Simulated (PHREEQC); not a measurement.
HCl is added in steps, without added water, to 1 kg of water holding 1.2 mmol/kgw HF, 9.4 mmol/kgw NH4F, 3.1 mmol/kgw H2SiF6 and 0.14 mmol/kgw H2SO4, at 65 °C. Oxygen is held at 0.21 atm. CO2 from the air is kept out. Solids allowed: SiO2(a). Others were left out.

Base run: PHREEQC, ion-association model, wateq4f.dat. Each further column changes one thing. The table gives HSO4- (mol/kgw).

| HCl added (mol) | base | all activity coefficients set to 1 | metal-ligand complexes left out | Debye-Hückel limiting law | Davies equation for every ion |
|---|---|---|---|---|---|
| 0 | 1.42e-5 | 1.76e-5 | 1.42e-5 | 1.34e-5 | 1.40e-5 |
| 0.0012 | 1.96e-5 | 2.45e-5 | 1.96e-5 | 1.84e-5 | 1.93e-5 |
| 0.0024 | 2.63e-5 | 3.32e-5 | 2.63e-5 | 2.47e-5 | 2.59e-5 |
| 0.0036 | 3.40e-5 | 4.31e-5 | 3.40e-5 | 3.18e-5 | 3.34e-5 |
| 0.0048 | 4.19e-5 | 5.32e-5 | 4.19e-5 | 3.91e-5 | 4.12e-5 |
| 0.006 | 4.95e-5 | 6.24e-5 | 4.95e-5 | 4.62e-5 | 4.86e-5 |
| 0.0072 | 5.64e-5 | 7.05e-5 | 5.64e-5 | 5.26e-5 | 5.54e-5 |
| 0.0088 | 6.44e-5 | 7.94e-5 | 6.44e-5 | 6.01e-5 | 6.33e-5 |
| 0.01 | 6.95e-5 | ? | 6.95e-5 | 6.49e-5 | 6.84e-5 |
| 0.0112 | 7.40e-5 | 8.97e-5 | 7.40e-5 | 6.91e-5 | 7.28e-5 |
| 0.0124 | 7.80e-5 | ? | 7.80e-5 | 7.28e-5 | 7.67e-5 |
| 0.0136 | 8.15e-5 | 9.73e-5 | 8.15e-5 | 7.61e-5 | 8.02e-5 |
| 0.0148 | 8.46e-5 | 0.000100 | 8.46e-5 | 7.90e-5 | 8.33e-5 |
| 0.016 | 8.74e-5 | ? | 8.74e-5 | 8.16e-5 | 8.61e-5 |

Problem. Some entries are withheld; supply them.

Solution. 
- 0.01, all activity coefficients set to 1: 8.50e-5
- 0.0124, all activity coefficients set to 1: 9.38e-5
- 0.016, all activity coefficients set to 1: 0.000103

Constants without temperature data keep their 25 °C values here. SiF6-2 is the database's only silicon fluoride.
